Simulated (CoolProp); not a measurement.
Propylene glycol along the isotherm 211.15 °C: fugacity coefficient from the reference equation and from simpler models built on Tc = 400.8 °C, pc = 7.292 MPa, ω = 0.327; each cubic takes its own stable root.

Computed with CoolProp (reference Helmholtz-energy equation of state, Eisenbach 2021).

| p (MPa) | phase | reference |
|---|---|---|
| 0.0576 | gas | 0.9907 |
| 0.118 | gas | 0.9809 |
| 0.243 | liquid | 0.7891 |
| 0.499 | liquid | 0.3864 |
| 1.03 | liquid | 0.1894 |
| 2.11 | liquid | 0.09464 |
| 4.32 | liquid | 0.04849 |
| 8.88 | liquid | 0.02603 |
| 18.2 | liquid | 0.01550 |

Q: How far does each simpler model (van der Waals, Redlich-Kwong, Soave-Redlich-Kwong, Peng-Robinson) lie from the reference over these 9 states: mean and median of the absolute difference, and the worst?

A: 
- van der Waals: mean 362.5 %, median 380.0 %, worst +763.2 % at 211.15 °C and 18.2 MPa
- Redlich-Kwong: mean 170.7 %, median 270.5 %, worst +279.5 % at 211.15 °C and 18.2 MPa
- Soave-Redlich-Kwong: mean 82.8 %, median 119.9 %, worst +121.3 % at 211.15 °C and 18.2 MPa
- Peng-Robinson: mean 79.6 %, median 114.2 %, worst +118.1 % at 211.15 °C and 0.499 MPa

At some of these states van der Waals, Redlich-Kwong, Soave-Redlich-Kwong, Peng-Robinson gives the other phase, because its saturation line lies elsewhere.
